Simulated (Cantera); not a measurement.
Source: NASA polynomial tables (part measured, part estimated), evaluated in Cantera. Values are per mole of reaction as written; species without (g) are pure solids or liquids, kept so even where they would boil at 1 bar.

### Question
Between 300 and 2050 K, where is each reaction favourable under standard conditions?
- N₂(g) + 3 NiS + 3 H₂S(g) ⇌ 3 NiS₂ + 2 NH₃(g)
- 2 NiS₂ ⇌ 2 NiS + S₂(g)

### Answer
- N₂(g) + 3 NiS + 3 H₂S(g) ⇌ 3 NiS₂ + 2 NH₃(g): ΔG° is -51 kJ at 300 K and 555 kJ at 2050 K; it changes sign between 300 and 1350 K. ΔH° is -75 kJ and ΔS° -307 J/K at 2050 K.
- 2 NiS₂ ⇌ 2 NiS + S₂(g): ΔG° is 158 kJ at 300 K and -145 kJ at 2050 K; it changes sign between 300 and 1350 K. ΔH° is 157 kJ and ΔS° 147 J/K at 2050 K.
